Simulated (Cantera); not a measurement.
Standard-state values (1 bar) from the NASA 1993 polynomials, evaluated with Cantera. Values are per mole of reaction as written; species without (g) are pure solids or liquids, kept so even where they would boil at 1 bar.

Sr(OH)2 ⇌ O(g) + 2 H(g) + SrO

```tsv
T (K)	ΔH° (kJ)	ΔS° (J/K)	ΔG° (kJ)	log10 K	condensed phases
525	1066.9	361.8	877.0	-87.25	Sr(OH)2(s), SrO(s)
625	1067.2	362.4	840.7	-70.26	Sr(OH)2(s), SrO(s)
725	1066.3	361.0	804.5	-57.96	Sr(OH)2(s), SrO(s)
825	1042.4	330.6	769.7	-48.73	Sr(OH)2(l), SrO(s)
925	1038.4	325.9	736.9	-41.61	Sr(OH)2(l), SrO(s)
1025	1034.5	321.9	704.5	-35.90	Sr(OH)2(l), SrO(s)
1125	1030.6	318.3	672.5	-31.22	Sr(OH)2(l), SrO(s)
1225	[?]	[?]	[?]	[?]	Sr(OH)2(l), SrO(s)
1325	[?]	[?]	[?]	[?]	Sr(OH)2(l), SrO(s)
1425	[?]	[?]	[?]	[?]	Sr(OH)2(l), SrO(s)
1525	[?]	[?]	[?]	[?]	Sr(OH)2(l), SrO(s)
```

Fill in the missing entries.


- 1225, ΔH° (kJ): 1026.8
- 1225, ΔS° (J/K): 315.1
- 1225, ΔG° (kJ): 640.8
- 1225, log10 K: -27.32
- 1325, ΔH° (kJ): 1023.1
- 1325, ΔS° (J/K): 312.2
- 1325, ΔG° (kJ): 609.5
- 1325, log10 K: -24.03
- 1425, ΔH° (kJ): 1019.5
- 1425, ΔS° (J/K): 309.5
- 1425, ΔG° (kJ): 578.4
- 1425, log10 K: -21.20
- 1525, ΔH° (kJ): 1015.9
- 1525, ΔS° (J/K): 307.1
- 1525, ΔG° (kJ): 547.6
- 1525, log10 K: -18.75
